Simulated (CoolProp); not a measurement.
Vapour-liquid equilibrium of ethylbenzene (1) + o-xylene (2) at 396 K; x and y are mole fractions of (1).

The numbers come from the multi-fluid Helmholtz-energy mixture model, Zhou 2012 and Zhou 2012; pair parameters Bell 2016 in CoolProp.

| x | bubble pressure, mixture model (kPa) | bubble pressure, Raoult's law (kPa) | y, mixture model | y, Raoult's law |
|---|---|---|---|---|
| 0.05 | 56.00 | 55.99 | 0.062 | 0.062 |
| 0.125 | 57.15 | 57.09 | 0.154 | 0.153 |
| 0.2 | 58.33 | 58.18 | 0.242 | 0.240 |
| 0.275 | 59.53 | 59.28 | 0.327 | 0.324 |
| 0.35 | 60.73 | 60.37 | 0.408 | 0.405 |
| 0.425 | 61.92 | 61.47 | 0.486 | 0.483 |
| 0.5 | 63.10 | 62.56 | 0.560 | 0.558 |
| 0.575 | 64.24 | 63.66 | 0.631 | 0.631 |
| 0.65 | 65.35 | 64.75 | 0.700 | 0.701 |
| 0.725 | 66.41 | 65.85 | 0.766 | 0.769 |
| 0.8 | 67.43 | 66.94 | 0.831 | 0.835 |
| 0.875 | 68.39 | 68.04 | 0.895 | 0.898 |
| 0.95 | 69.29 | 69.13 | 0.958 | 0.960 |

The largest gap from Raoult's law is +0.9 % in bubble pressure, at x = 0.65. No azeotrope shows between x = 0.05 and 0.95.

Pair parameters are fitted to limited data, so mixtures are less certain than the pure fluids.
